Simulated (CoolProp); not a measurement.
Vapour-liquid equilibrium of propane (1) + R113 (2) at 0.156 MPa; x and y are mole fractions of (1).

Model: multi-fluid Helmholtz-energy mixture model, Lemmon 2009 and Marx 1992; pair parameters Bell 2016, in CoolProp.

```json
[
 {"x": "0.05", "bubble temperature, mixture model (K)": "315.4", "bubble temperature, Raoult's law (K)": "316.2", "y, mixture model": "0.470", "y, Raoult's law": "0.471"},
 {"x": "0.15", "bubble temperature, mixture model (K)": "?", "bubble temperature, Raoult's law (K)": "293.0", "y, mixture model": "0.819", "y, Raoult's law": "0.801"},
 {"x": "0.25", "bubble temperature, mixture model (K)": "274.4", "bubble temperature, Raoult's law (K)": "279.0", "y, mixture model": "?", "y, Raoult's law": "0.905"},
 {"x": "0.35", "bubble temperature, mixture model (K)": "265.2", "bubble temperature, Raoult's law (K)": "269.4", "y, mixture model": "0.952", "y, Raoult's law": "0.948"},
 {"x": "0.45", "bubble temperature, mixture model (K)": "259.0", "bubble temperature, Raoult's law (K)": "262.3", "y, mixture model": "?", "y, Raoult's law": "0.969"},
 {"x": "0.55", "bubble temperature, mixture model (K)": "254.5", "bubble temperature, Raoult's law (K)": "256.8", "y, mixture model": "0.980", "y, Raoult's law": "0.982"},
 {"x": "0.65", "bubble temperature, mixture model (K)": "250.9", "bubble temperature, Raoult's law (K)": "252.3", "y, mixture model": "0.986", "y, Raoult's law": "0.989"},
 {"x": "0.75", "bubble temperature, mixture model (K)": "?", "bubble temperature, Raoult's law (K)": "248.6", "y, mixture model": "?", "y, Raoult's law": "0.994"},
 {"x": "0.85", "bubble temperature, mixture model (K)": "245.2", "bubble temperature, Raoult's law (K)": "245.4", "y, mixture model": "?", "y, Raoult's law": "0.997"},
 {"x": "0.95", "bubble temperature, mixture model (K)": "242.6", "bubble temperature, Raoult's law (K)": "242.6", "y, mixture model": "0.998", "y, Raoult's law": "0.999"}
]
```

What belongs in the gaps?


- 0.15, bubble temperature, mixture model (K): 289.3
- 0.25, y, mixture model: 0.916
- 0.45, y, mixture model: 0.970
- 0.75, bubble temperature, mixture model (K): 247.9
- 0.75, y, mixture model: 0.991
- 0.85, y, mixture model: 0.995

The largest gap from Raoult's law is -4.6 K in bubble temperature, at x = 0.25. No azeotrope shows between x = 0.05 and 0.95.

The pair parameters rest on a limited set of measurements; away from them the model extrapolates.
